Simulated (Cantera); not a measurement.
Cantera run:

```python
import numpy as np
import cantera as ct

gas_names = [...]  # 110 gases of nasa_gas.yaml made of C, H, O
cond_names = """
    C(gr) C6H6(L) C7H8(L) C8H18(L),n-octa H2O(s) H2O(L)
""".split()


# ... load() reads the species with a 1 bar reference pressure and builds the phases ...
atoms = {
    'C2H4': {'C': 2, 'H': 4},
    'O2': {'O': 2},
    'H2O': {'H': 2, 'O': 1},
}
top_T = {'C(gr)': 4500}  # K; cautious upper limits of use, not melting points


# ... equilibrate(T, P, feed) seeds the gas with the atoms and calls Mixture.equilibrate('TP', solver="vcs", rtol=1e-11, max_steps=5000) ...
results = []
T = 1723  # K
P = 57  # Pa
for m in [0.43, 0.58, 0.72, 0.86, 1, 1.1, 1.3, 1.4, 1.6, 1.7, 1.8, 2, 2.1]:
    feed = {'C2H4': 1, 'O2': 0.3, 'H2O': m}  # mol
    mix = equilibrate(T, P, feed)
    results.append((T, P, feed, dict(zip(mix.species_names, mix.species_moles))))

top = {s: max(r[3][s] / sum(r[3][g] for g in gas_names) for r in results) for s in gas_names}
cols = sorted((s for s in top if top[s] > 1e-05), key=lambda s: -top[s])[:6]
seen = [c for c in cond_names if any(r[3].get(c, 0) > 1e-12 for r in results)]
print("log10 of partial pressures in bar; condensed amounts in mol")
print(f"{'n(H2O)':>10s}" + "".join(f"{s[:9]:>10s}" for s in cols + seen))
for T, P, feed, n in results:
    ng = sum(n[g] for g in gas_names)
    print(f"{feed['H2O']:10.4g}" + "".join(f"{np.log10(max(n[s] / ng * P / 1e5, 1e-99)):10.3f}" for s in cols)
          + "".join(f"{n.get(c, 0):10.4g}" for c in seen))
```

Result:

```
log10 of partial pressures in bar; condensed amounts in mol
    n(H2O)        H2        CO       H2O       CO2         H C2H2,acet     C(gr)
      0.43    -3.401    -3.772   -10.544   -11.460    -5.440    -7.444    0.9696
      0.58    -3.411    -3.749   -10.531   -11.415    -5.445    -7.454    0.8195
      0.72    -3.419    -3.731   -10.522   -11.379    -5.449    -7.463    0.6795
      0.86    -3.427    -3.717   -10.515   -11.350    -5.452    -7.470    0.5395
         1    -3.433    -3.704   -10.509   -11.325    -5.456    -7.477    0.3995
       1.1    -3.437    -3.696   -10.505   -11.309    -5.458    -7.481    0.2994
       1.3    -3.445    -3.683   -10.499   -11.282    -5.462    -7.488    0.0994
       1.4    -3.448    -3.677    -9.413   -10.187    -5.463    -9.659         0
       1.6    -3.461    -3.699    -4.759    -5.543    -5.469   -19.048         0
       1.7    -3.467    -3.709    -4.590    -5.378    -5.472   -19.425         0
       1.8    -3.472    -3.720    -4.472    -5.265    -5.475   -19.700         0
         2    -3.484    -3.741    -4.309    -5.111    -5.481   -20.101         0
       2.1    -3.490    -3.751    -4.249    -5.055    -5.484   -20.259         0
```

Method: chemical equilibrium by Gibbs-energy minimisation in Cantera with the NASA 1993 tables (ideal gas, pure condensed phases).
